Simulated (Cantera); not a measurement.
Feed: 1 mol SiO₂, 8.5 mol CO, 10 mol N₂, equilibrated at 13.3 mbar.

Method: chemical equilibrium by Gibbs-energy minimisation in Cantera with the NASA 1993 tables (ideal gas, pure condensed phases). Candidate condensed phases: C, Si, SiC, SiO₂, Si₂N₂O, Si₃N₄; 34 gas species. The tables hold silica as quartz up to 1696 K and as liquid above; real silica turns to tridymite and cristobalite and melts near 1996 K. Equilibrium is a limit: real reactors are often held back by kinetics, nucleation or transport.

Task: Which condensed phases are stable at each of these points (T (K)): 1598, 1698, 1798, 1898, 1998, 2098, 2198, 2298, 2398, 2498, 2598?

Result: 
```tsv
T (K)	condensed phases	Si condensed (%)
1598	SiO₂(β-quartz)	99.0
1698	SiO₂(condensed)	97.0
1798	SiO₂(condensed)	91.9
1898	SiO₂(condensed)	80.7
1998	SiO₂(l)	58.1
2098	SiO₂(l)	16.4
2198	gas only	0.0
2298	gas only	0.0
2398	gas only	0.0
2498	gas only	0.0
2598	gas only	0.0
```

At 1598 K the condensed part is SiO₂(β-quartz). From 1698 K to 1898 K the condensed part is SiO₂(condensed). From 1998 K to 2098 K the condensed part is SiO₂(l). From 2198 K to 2598 K nothing is condensed.
